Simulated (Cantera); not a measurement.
A closed system holds: 1 mol V₂O₅, 46 mol H₂, at 0.100 bar.

Method: chemical equilibrium by Gibbs-energy minimisation in Cantera with the NASA 1993 tables (ideal gas, pure condensed phases). Candidate condensed phases: H₂O, V, VO, V₂O₃, V₂O₄, V₂O₅; 12 gas species. VO: taken at fixed stoichiometry. Condensed phases not in the tables: the oxides between V₂O₃ and V₂O₅ other than VO₂. Equilibrium is a limit: real reactors are often held back by kinetics, nucleation or transport.

x: gas mole fraction; n: condensed amount in mol.

| T (°C) | x H₂ | x H₂O | x H | x VO₂ | x VO | x OH | x V | n V₂O₃(s) | n VO(l) |
|---|---|---|---|---|---|---|---|---|---|
| 1225 | 0.956 | 0.0435 | 5.31e-5 | 1.30e-8 | 1.42e-10 | 6.85e-8 | <1e-12 | 1.00 | 0 |
| 1325 | 0.956 | 0.0435 | 0.000165 | 1.40e-7 | 2.64e-9 | 2.91e-7 | 2.54e-12 | 1.000 | 0 |
| 1425 | 0.956 | 0.0435 | 0.000447 | 1.13e-6 | 3.43e-8 | 1.04e-6 | 6.30e-11 | 1.000 | 0 |
| 1525 | 0.955 | 0.0434 | 0.00109 | 7.17e-6 | 3.31e-7 | 3.25e-6 | 1.08e-9 | 1.000 | 0 |
| 1625 | 0.954 | 0.0434 | [?] | [?] | [?] | [?] | [?] | 0.999 | 0 |
| 1725 | 0.952 | 0.0433 | 0.00495 | 0.000160 | 1.51e-5 | 2.24e-5 | 1.31e-7 | 0.996 | 0 |
| 1825 | 0.947 | 0.0429 | [?] | [?] | [?] | [?] | [?] | 0.984 | 0 |
| 1925 | 0.918 | 0.0621 | 0.0169 | 0.00225 | 0.000255 | 0.000159 | 3.35e-6 | 0 | 1.88 |

Fill in the missing entries.


- 1825, x H: 0.00947
- 1825, x VO₂: 0.000594
- 1825, x VO: 7.61e-5
- 1825, x OH: 5.09e-5
- 1825, x V: 1.02e-6
- 1625, x H: 0.00241
- 1625, x VO₂: 3.70e-5
- 1625, x VO: 2.48e-6
- 1625, x OH: 8.98e-6
- 1625, x V: 1.36e-8
